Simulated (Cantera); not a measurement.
A perfectly stirred reactor is fed with CH4 : N2 = 1 : 55 (molar parts), at 0.00100 bar; it is held at 1823 K, and followed from long to short residence time.

Computed with Cantera and GRI-Mech 3.0 (53 species, 325 reactions). GRI-Mech 3.0 stops at C3 and has no aromatics, soot or wall deposition, so with more carbon than oxygen in the feed, carbon stays in small species such as C2H2 where larger ones or solid carbon would form. Radical loss at walls, strong at low pressure, is not modelled.

**Question.** What does this change do: CH4 1 to 0.18 parts?

**Answer.** 
```json
[
 {"quantity": "x(CH4) at τ = 0.460 s", "before": "0.0150", "after": "0.00299"},
 {"quantity": "x(C2H4) at τ = 0.460 s", "before": "0.000281", "after": "1.72e-5"},
 {"quantity": "x(H2) at τ = 0.460 s", "before": "0.00329", "after": "0.000236"},
 {"quantity": "x(HCN) at τ = 0.460 s", "before": "1.57e-7", "after": "6.14e-8"},
 {"quantity": "x(C2H2) at τ = 0.460 s", "before": "0.000804", "after": "4.24e-5"},
 {"quantity": "x(CH4) at τ = 33.0 ms", "before": "0.0178", "after": "0.00325"},
 {"quantity": "x(C2H4) at τ = 33.0 ms", "before": "7.52e-7", "after": "2.11e-8"},
 {"quantity": "x(H2) at τ = 33.0 ms", "before": "3.72e-5", "after": "5.40e-6"},
 {"quantity": "x(HCN) at τ = 33.0 ms", "before": "4.38e-11", "after": "3.08e-11"},
 {"quantity": "x(C2H2) at τ = 33.0 ms", "before": "1.31e-7", "after": "3.59e-9"}
]
```

**Question.** What does this change do: CH4 1 to 1.3 parts?

**Answer.** 
| quantity | before | after |
|---|---|---|
| x(CH4) at τ = 0.460 s | 0.0150 | 0.0190 |
| x(C2H4) at τ = 0.460 s | 0.000281 | 0.000405 |
| x(H2) at τ = 0.460 s | 0.00329 | 0.00485 |
| x(HCN) at τ = 0.460 s | 1.57e-7 | 1.83e-7 |
| x(C2H2) at τ = 0.460 s | 0.000804 | 0.00121 |
| x(CH4) at τ = 33.0 ms | 0.0178 | 0.0230 |
| x(C2H4) at τ = 33.0 ms | 7.52e-7 | 1.29e-6 |
| x(H2) at τ = 33.0 ms | 3.72e-5 | 4.98e-5 |
| x(HCN) at τ = 33.0 ms | 4.38e-11 | 4.61e-11 |
| x(C2H2) at τ = 33.0 ms | 1.31e-7 | 2.25e-7 |
